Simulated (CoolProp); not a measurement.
The fluid at 298.15 K and 6.6 MPa is throttled through a valve to 3.83 MPa with no heat exchange. The same conditions are run with several fluids, on thermodynamics alone (safety and materials aside).

Model: reference Helmholtz-energy equation of state of each fluid (oxygen: Schmidt 1985; methane: Setzmann 1991; fluorine: de Reuck 1990; C2F6 (R116): Lemmon 2006; CF4 (R14): Platzer 1990), in CoolProp. The equations of Platzer and Polt are older, rougher fits.

**Question.** Rank oxygen, methane, fluorine, C2F6 (R116), CF4 (R14) by temperature change (K), highest first.

**Answer.** C2F6 (R116) (-4.5), fluorine (-4.8), oxygen (-6.8), methane (-11.5), CF4 (R14) (-15.2)

```tsv
fluid	final phase	final density (kg/m³)
oxygen	gas	51.9
methane	gas	27.9
fluorine	gas	60.7
C2F6 (R116)	supercritical	963
CF4 (R14)	supercritical	173
```
